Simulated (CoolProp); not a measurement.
Saturation properties of nitrous oxide.

The numbers come from the reference Helmholtz-energy equation of state, Lemmon 2006 in CoolProp. It is a short technical equation, of lower accuracy than the large ones.

| T (K) | p (MPa) | liquid density (kg/m³) | vapour Z |
|---|---|---|---|
| 219.7 | 0.5647 | 1121 | 0.9118 |
| 226.7 | 0.7418 | 1097 | 0.8936 |
| 233.7 | 0.9572 | 1073 | 0.8732 |
| 240.8 | 1.220 | 1047 | (withheld) |
| 247.8 | 1.527 | 1020 | 0.8251 |
| 254.8 | 1.887 | 991.2 | 0.7974 |
| 261.9 | 2.312 | 960.6 | 0.7665 |
| 268.9 | 2.795 | 928.1 | (withheld) |
| 275.9 | 3.348 | 892.8 | 0.6951 |
| 283 | 3.987 | 853.1 | 0.6520 |
| 290 | 4.701 | 808.1 | (withheld) |
| 297 | 5.509 | 753.4 | 0.5429 |

### Question
What belongs in the gaps?

### Answer

- 240.8, vapour Z: 0.8502
- 268.9, vapour Z: 0.7327
- 290, vapour Z: 0.6027

It boils at 184.7 K under 1 atm.
